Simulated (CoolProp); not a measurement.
1,2-dichloroethane along the isobar 25.6 MPa: Z from the reference equation and from simpler models built on Tc = 561.6 K, pc = 5.226 MPa, ω = 0.269; each cubic takes its own stable root.

Values from CoolProp's reference Helmholtz-energy equation of state, Thol 2015.

| T (K) | phase | reference | van der Waals | Redlich-Kwong | Soave-Redlich-Kwong | Peng-Robinson |
|---|---|---|---|---|---|---|
| 365.1 | liquid | 0.7075 | 1.157 | 0.8160 | 0.7981 | 0.7107 |
| 377.4 | liquid | 0.6945 | 1.129 | 0.7999 | 0.7819 | 0.6961 |
| 389.7 | liquid | 0.6826 | 1.103 | 0.7852 | 0.7673 | 0.6830 |
| 401.9 | liquid | 0.6721 | 1.080 | 0.7721 | 0.7543 | 0.6714 |
| 414.2 | liquid | 0.6625 | 1.058 | 0.7601 | 0.7425 | 0.6609 |
| 426.4 | liquid | 0.6541 | 1.037 | 0.7494 | 0.7322 | 0.6518 |
| 438.7 | liquid | 0.6465 | 1.018 | 0.7397 | 0.7231 | 0.6438 |
| 451 | liquid | 0.6398 | 1.000 | 0.7311 | 0.7151 | 0.6369 |
| 463.2 | liquid | 0.6341 | 0.9841 | 0.7236 | 0.7085 | 0.6312 |
| 475.5 | liquid | 0.6292 | 0.9688 | 0.7171 | 0.7029 | 0.6265 |
| 487.7 | liquid | 0.6252 | 0.9547 | 0.7114 | 0.6985 | 0.6229 |
| 500 | liquid | 0.6219 | 0.9414 | 0.7067 | 0.6952 | 0.6205 |
